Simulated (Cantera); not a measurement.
An adiabatic, constant-volume homogeneous reactor starts with CH4 : H2 : O2 : N2 = 1 : 1.5 : 1.25 : 4.7 (molar parts), at 1550 K and 750 Torr.

Cantera simulation using GRI-Mech 3.0 (53 species, 325 reactions); the numbers are that mechanism's predictions, not measurements.

One state of this run: T (K) = 2811; P (bar) = 2.00; x CH4 = 1.12e-10; x H2 = 0.215; x O2 = 7.96e-5; x HCN = 7.51e-6; x NO2 = 1.08e-8; x CH2O = 1.87e-8. x: mole fraction; the columns are a selection and need not sum to one.

Task: Which value of t (s) does it belong to?
A) 0.00711
B) 0.0862
C) 0.000587
D) 0.000169

Result: D, 0.000169
